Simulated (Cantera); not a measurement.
Charge: 1 mol CO, 2.5 mol H₂, 9.7 mol N₂, at 823.15 K and 1.00 bar.

Method: chemical equilibrium by Gibbs-energy minimisation in Cantera with the NASA 1993 tables (ideal gas, pure condensed phases). Candidate condensed phases: C, C₆H₆, C₇H₈, C₈H₁₈, H₂O; 136 gas species. The numbers say what is thermodynamically allowed, not how fast it happens.

Base state: N₂ 0.782, H₂ 0.135, H₂O 0.0320, CO 0.0179, CH₄ 0.0170, CO₂ 0.0153, NH₃ 0.000105 (mole fractions); condensed: C(graphite).

Problem. What changes in the equilibrium state with this change: pressure from 1.00 bar to 0.00370 bar?

Solution. 
| species | before | after |
|---|---|---|
| N₂ | 0.782 | 0.736 |
| H₂ | 0.135 | 0.189 |
| CO | 0.0179 | 0.0733 |
| CH₄ | 0.0170 | 0.000123 |
| H₂O | 0.0320 | 0.000676 |
| CO₂ | 0.0153 | 0.000948 |
| NH₃ | 0.000105 | 6.20e-7 |
| C(graphite), mol | 0.376 | 0.0198 |

Problem. What changes in the equilibrium state with this change: pressure from 1.00 bar to 0.100 bar?

Solution. 
| species | before | after |
|---|---|---|
| N₂ | 0.782 | 0.752 |
| H₂ | 0.135 | 0.177 |
| CO | 0.0179 | 0.0463 |
| CH₄ | 0.0170 | 0.00292 |
| H₂O | 0.0320 | 0.0108 |
| CO₂ | 0.0153 | 0.0102 |
| NH₃ | 0.000105 | 1.54e-5 |
| C(graphite), mol | 0.376 | 0.234 |
